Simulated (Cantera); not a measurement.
Diamond growth

A diamond (100) surface in a fixed gas of H2 with x(CH4) = 0.0051, x(H) = 0.00071, x(CH3) = 1.5e-05, 0.0908 atm; coverages are run to steady state.

Computed with Cantera and the Harris–Goodwin 1993 mechanism for the reconstructed diamond (100) surface.

```tsv
T (K)	growth (µm/h)	θ c6HH	θ c6H*	θ c6*H	θ c6**	θ c6HM
950	0.528	0.635	0.0138	0.328	0.00612	0.0131
1025	0.608	0.575	0.0201	0.384	0.0100	0.00771
1100	0.428	0.525	0.0271	0.429	0.0145	0.00291
1175	0.213	0.484	0.0343	0.461	0.0190	0.000694
1250	0.134	0.456	0.0412	0.480	0.0226	0.000144
1325	0.111	0.440	0.0475	0.487	0.0251	3.06e-5
1400	0.0714	0.436	0.0530	0.485	0.0263	6.77e-6
```
θ: site fractions in the mechanism's names (c6HH fully hydrogenated, c6H* and c6*H radical sites, c6** diradical, c6HM methylated).
